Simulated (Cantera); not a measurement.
An adiabatic, constant-pressure homogeneous reactor starts with CH₄ : O₂ : N₂ = 1 : 1.33 : 5.01 (molar parts), at 1775 K and 17.0 bar. Integrator tolerance rtol = 1e-08.

Cantera simulation using GRI-Mech 3.0 (53 species, 325 reactions); the numbers are that mechanism's predictions, not measurements. The pressure lies above the range GRI-Mech 3.0 was tuned for (to about 10 atm). Above 3000 K some thermodynamic fits are extrapolated.

```csv
quantity,before,after
time of steepest temperature rise,14.4 µs,23.3 µs
temperature at 0.300 s,3013 K,2719 K
equilibrium temperature,3013 K,2719 K
x(CH₄) at 0.300 s,3.77e-11 (gas-phase equilibrium 4.32e-11),2.82e-11 (gas-phase equilibrium 3.19e-11)
x(O₂) at 0.300 s,0.000650 (gas-phase equilibrium 0.000650),7.85e-5 (gas-phase equilibrium 7.85e-5)
x(C₂H₄) at 0.300 s,<1e-12 (gas-phase equilibrium <1e-12),<1e-12 (gas-phase equilibrium <1e-12)
x(CH₂O) at 0.300 s,4.80e-8 (gas-phase equilibrium 4.80e-8),2.17e-8 (gas-phase equilibrium 2.17e-8)
x(H) at 0.300 s,0.0109 (gas-phase equilibrium 0.0109),0.00334 (gas-phase equilibrium 0.00334)
x(HO₂) at 0.300 s,1.48e-6 (gas-phase equilibrium 1.48e-6),1.42e-7 (gas-phase equilibrium 1.42e-7)
```

Q: Name the change that produced these shifts.
A. N2 5.01 to 8.8 parts
B. initial temperature 1775 to 1450 K
C. CH4 1 to 0.48 parts
D. constant volume in place of constant pressure

A: A, N2 5.01 to 8.8 parts
